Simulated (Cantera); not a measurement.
Input (Python, Cantera):

```python
import numpy as np
import cantera as ct

gas = ct.Solution("gri30.yaml")
gas.TPX = 1750, 65000, {'CH4': 1, 'O2': 1.67, 'N2': 6.27}
reactor = ct.IdealGasConstPressureReactor(gas, energy="on", clone=False)
net = ct.ReactorNet([reactor])
net.rtol, net.atol = 1e-08, 1e-16
show = ['CH4', 'O2', 'CO2', 'CO', 'HCO', 'H2O']
times = np.geomspace(2e-06, 3, 12)

steps = ct.SolutionArray(gas, extra=["t"])
rows = []
print(f"{'t/s':>10s}{'T/K':>9s}{'P/Pa':>11s}" + "".join(f"{s:>11s}" for s in show))
for t in times:
    while net.time < t:
        t_next = net.step()
        steps.append(gas.state, t=t_next)
    rows.append([np.interp(t, steps.t, y) for y in (steps.T, steps.P, *steps(*show).X.T)])
    print(f"{t:10.3e}{rows[-1][0]:9.1f}{rows[-1][1]:11.4g}" + "".join(f"{x:11.3e}" for x in rows[-1][2:]))
rate = np.gradient(steps.T, steps.t)
print("integrator steps:", len(steps.t))
if steps.T.max() > steps.T[0] + 200:
    print(f"time of steepest temperature rise: {steps.t[rate.argmax()]:.4e} s")
gas.TPX = 1750, 65000, {'CH4': 1, 'O2': 1.67, 'N2': 6.27}
gas.equilibrate("HP")
print(f"equilibrium (HP): T = {gas.T:.1f} K  " + "  ".join(f"{s} {gas[s].X[0]:.3e}" for s in show))
```

It prints:

```
       t/s      T/K       P/Pa        CH4         O2        CO2         CO        HCO        H2O
 2.000e-06   1750.0    6.5e+04  1.118e-01  1.868e-01  4.718e-11  3.719e-10  5.441e-12  1.325e-06
 7.286e-06   1749.8    6.5e+04  1.118e-01  1.868e-01  1.439e-09  1.135e-08  1.111e-10  8.396e-06
 2.654e-05   1749.5    6.5e+04  1.117e-01  1.867e-01  5.743e-08  5.652e-07  2.985e-09  6.181e-05
 9.670e-05   1750.5    6.5e+04  1.099e-01  1.859e-01  5.879e-06  9.055e-05  2.366e-07  9.750e-04
 3.523e-04   2709.3    6.5e+04  3.554e-15  1.514e-02  3.465e-02  6.758e-02  9.224e-08  1.384e-01
 1.283e-03   2812.4    6.5e+04  9.715e-15  1.199e-02  3.645e-02  6.670e-02  8.529e-08  1.461e-01
 4.675e-03   2807.7    6.5e+04  1.050e-14  1.109e-02  3.613e-02  6.704e-02  8.526e-08  1.461e-01
 1.703e-02   2807.4    6.5e+04  1.053e-14  1.106e-02  3.612e-02  6.705e-02  8.526e-08  1.461e-01
 6.205e-02   2807.4    6.5e+04  1.053e-14  1.106e-02  3.612e-02  6.705e-02  8.526e-08  1.461e-01
 2.260e-01   2807.4    6.5e+04  1.053e-14  1.106e-02  3.612e-02  6.705e-02  8.526e-08  1.461e-01
 8.235e-01   2807.4    6.5e+04  1.053e-14  1.106e-02  3.612e-02  6.705e-02  8.526e-08  1.461e-01
 3.000e+00   2807.4    6.5e+04  1.053e-14  1.106e-02  3.612e-02  6.705e-02  8.526e-08  1.461e-01
integrator steps: 1752
time of steepest temperature rise: 2.3349e-04 s
equilibrium (HP): T = 2807.4 K  CH4 1.353e-14  O2 1.106e-02  CO2 3.612e-02  CO 6.705e-02  HCO 8.526e-08  H2O 1.461e-01
```

Model: GRI-Mech 3.0 (53 species, 325 reactions), integrated in Cantera.
